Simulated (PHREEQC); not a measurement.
**Buffer: an equilibrium model**

Solution (80 °C): 0.0037 mol/kgw NaH2PO4 and 0.0045 mol/kgw NaF. Closed to the air; pH follows from the charge balance.

Equilibrium calculation in PHREEQC: ion-association model, phreeqc.dat.

Precipitation was switched off in this run.

Problem. Estimate the pH.

Solution. pH 5.35.

Problem. In which forms is F present?

Solution. F- 98 %, HF 1.8 % of the F.

Species that the database lacks are ignored. At this temperature some constants are extrapolated from 25 °C, and those without enthalpy data are left unchanged.
